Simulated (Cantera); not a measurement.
An adiabatic, constant-volume homogeneous reactor starts with 21.9 % CH3OH, 16.4 % O2, 61.7 % N2, equivalence ratio 2.0, at 1325 K and 24.0 bar.

Computed with Cantera and GRI-Mech 3.0 (53 species, 325 reactions). GRI-Mech 3.0 was tuned for natural gas; its chemistry of methanol as a main component is partial and can be far from experiment. The pressure lies above the range GRI-Mech 3.0 was tuned for (to about 10 atm).

x: mole fraction; the columns are a selection and need not sum to one.

```json
[
 {"t (s)": "3.00e-6", "T (K)": "1325", "P (bar)": "24.0", "x CH3OH": "0.219", "x O2": "0.164", "x CO2": "4.54e-7", "x H2O2": "4.52e-8", "x CO": "1.42e-6"},
 {"t (s)": "1.15e-5", "T (K)": "1325", "P (bar)": "24.0", "x CH3OH": "0.219", "x O2": "0.164", "x CO2": "1.75e-6", "x H2O2": "1.57e-6", "x CO": "5.72e-6"},
 {"t (s)": "4.42e-5", "T (K)": "1326", "P (bar)": "24.0", "x CH3OH": "0.218", "x O2": "0.164", "x CO2": "(withheld)", "x H2O2": "(withheld)", "x CO": "(withheld)"},
 {"t (s)": "0.000170", "T (K)": "2837", "P (bar)": "65.7", "x CH3OH": "7.87e-11", "x O2": "3.22e-5", "x CO2": "0.0352", "x H2O2": "1.35e-7", "x CO": "0.136"},
 {"t (s)": "0.000651", "T (K)": "2836", "P (bar)": "65.6", "x CH3OH": "7.90e-11", "x O2": "3.19e-5", "x CO2": "0.0352", "x H2O2": "1.34e-7", "x CO": "0.136"},
 {"t (s)": "0.00250", "T (K)": "2836", "P (bar)": "65.6", "x CH3OH": "7.90e-11", "x O2": "3.19e-5", "x CO2": "0.0352", "x H2O2": "1.34e-7", "x CO": "0.136"},
 {"t (s)": "0.00960", "T (K)": "2836", "P (bar)": "65.6", "x CH3OH": "7.90e-11", "x O2": "3.19e-5", "x CO2": "0.0352", "x H2O2": "1.34e-7", "x CO": "0.136"},
 {"t (s)": "0.0368", "T (K)": "2836", "P (bar)": "65.6", "x CH3OH": "7.90e-11", "x O2": "3.19e-5", "x CO2": "0.0352", "x H2O2": "1.34e-7", "x CO": "0.136"},
 {"t (s)": "0.141", "T (K)": "2836", "P (bar)": "65.6", "x CH3OH": "7.90e-11", "x O2": "3.19e-5", "x CO2": "0.0352", "x H2O2": "1.34e-7", "x CO": "0.136"},
 {"t (s)": "0.543", "T (K)": "2836", "P (bar)": "65.6", "x CH3OH": "7.90e-11", "x O2": "3.19e-5", "x CO2": "0.0352", "x H2O2": "1.34e-7", "x CO": "0.136"},
 {"t (s)": "2.08", "T (K)": "2836", "P (bar)": "65.6", "x CH3OH": "7.90e-11", "x O2": "3.19e-5", "x CO2": "0.0352", "x H2O2": "1.34e-7", "x CO": "0.136"},
 {"t (s)": "8.00", "T (K)": "2836", "P (bar)": "65.6", "x CH3OH": "7.90e-11", "x O2": "3.19e-5", "x CO2": "0.0352", "x H2O2": "1.34e-7", "x CO": "0.136"}
]
```

Question: What belongs in the gaps?

Answer: 
- 4.42e-5, x CO2: 6.91e-6
- 4.42e-5, x H2O2: 3.02e-5
- 4.42e-5, x CO: 4.07e-5
